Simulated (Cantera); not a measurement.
An adiabatic, constant-pressure homogeneous reactor starts with 7.93 % CH4, 17.8 % O2, 67.0 % N2, 7.22 % H2O, at 1498 K and 6.90 bar.

Computed with Cantera and GRI-Mech 3.0 (53 species, 325 reactions).

### Question
Predict: time of steepest temperature rise; temperature at 4.00 s; equilibrium temperature; x(O2) at 4.00 s; x(H2O) at 4.00 s; x(HO2) at 4.00 s; x(OH) at 4.00 s; x(H2) at 4.00 s; x(HCO) at 4.00 s.

### Answer
| Item | Result |
|---|---|
| time of steepest temperature rise | 0.291 ms |
| temperature at 4.00 s | 2738 K |
| equilibrium temperature | 2738 K |
| x(O2) at 4.00 s | 0.0232 (gas-phase equilibrium 0.0232) |
| x(H2O) at 4.00 s | 0.209 (gas-phase equilibrium 0.209) |
| x(HO2) at 4.00 s | 1.13e-5 (gas-phase equilibrium 1.13e-5) |
| x(OH) at 4.00 s | 0.0147 (gas-phase equilibrium 0.0147) |
| x(H2) at 4.00 s | 0.00894 (gas-phase equilibrium 0.00894) |
| x(HCO) at 4.00 s | 2.96e-8 (gas-phase equilibrium 2.96e-8) |
